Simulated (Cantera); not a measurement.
Mixture: 5.41 % C3H8, 12.3 % O2, 82.3 % N2, equivalence ratio 2.2, at 460000 Pa, adiabatic and at constant volume. Ignition delay is the time to a rise of 400 K.

Cantera simulation using GRI-Mech 3.0 (53 species, 325 reactions); the numbers are that mechanism's predictions, not measurements. GRI-Mech 3.0 was tuned for natural gas; its chemistry of propane as a main component is partial and can be far from experiment.

Task: Predict: delay at 1175 K; delay at 1225 K; delay at 1275 K; delay at 1325 K; delay at 1375 K; delay at 1425 K; apparent activation energy between 1325 and 1425 K.

Result: 
```json
{
 "delay at 1175 K": "6.58 ms",
 "delay at 1225 K": "2.47 ms",
 "delay at 1275 K": "0.994 ms",
 "delay at 1325 K": "0.435 ms",
 "delay at 1375 K": "0.207 ms",
 "delay at 1425 K": "0.107 ms",
 "apparent activation energy between 1325 and 1425 K": "220 kJ/mol"
}
```
